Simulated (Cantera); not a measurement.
An isothermal, constant-pressure homogeneous reactor starts with CH4 : H2 = 1 : 1.3 (molar parts), at 1775 K and 0.000560 bar.

Computed with Cantera and GRI-Mech 3.0 (53 species, 325 reactions). GRI-Mech 3.0 stops at C3 and has no aromatics, soot or wall deposition, so with more carbon than oxygen in the feed, carbon stays in small species such as C2H2 where larger ones or solid carbon would form. Radical loss at walls, strong at low pressure, is not modelled.

Q: Predict: x(CH4) at 3.00 s; x(H2) at 3.00 s; x(C2H) at 3.00 s; x(C2H2) at 3.00 s; x(C2H6) at 3.00 s.

A: 
```
Property                                             Result
-----------------  ----------------------------------------
x(CH4) at 3.00 s     0.0396 (gas-phase equilibrium 1.16e-5)
x(H2) at 3.00 s         0.820 (gas-phase equilibrium 0.838)
x(C2H) at 3.00 s    2.76e-6 (gas-phase equilibrium 1.59e-5)
x(C2H2) at 3.00 s       0.136 (gas-phase equilibrium 0.151)
x(C2H6) at 3.00 s  3.29e-6 (gas-phase equilibrium 1.36e-12)
```
